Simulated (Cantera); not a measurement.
# Abatement and gas-phase synthesis: NH₃ + SO₂ + N₂

Charge: 1 mol NH₃, 0.028 mol SO₂, 0.24 mol N₂, held at 34000 Pa.

These are equilibrium values from Cantera (NASA tables, ideal gas, pure condensed phases), not measurements of a reactor. Candidate condensed phases: H₂O, H₂SO₄, S; 35 gas species. The numbers say what is thermodynamically allowed, not how fast it happens.

```csv
T (°C),x H₂,x N₂,x H,x H₂O,x H₂S
1327,0.632,0.330,7.41e-5,0.0250,0.0118
1477,0.633,0.330,0.000317,0.0250,0.0108
1627,0.633,0.330,0.00108,0.0249,0.00903
1777,0.632,0.329,0.00309,0.0248,0.00704
1927,0.629,0.328,0.00766,0.0246,0.00517
2077,0.622,0.326,0.0169,0.0243,0.00360
2227,0.609,0.323,0.0336,0.0237,0.00238
2377,0.586,0.318,0.0615,0.0228,0.00149
2527,0.552,0.310,0.104,0.0214,0.000877
2677,0.503,0.300,0.164,0.0193,0.000489
2827,0.440,0.286,0.242,0.0162,0.000259
```
x: gas mole fraction; nothing condenses.

From 1327 °C to 2827 °C nothing is condensed.
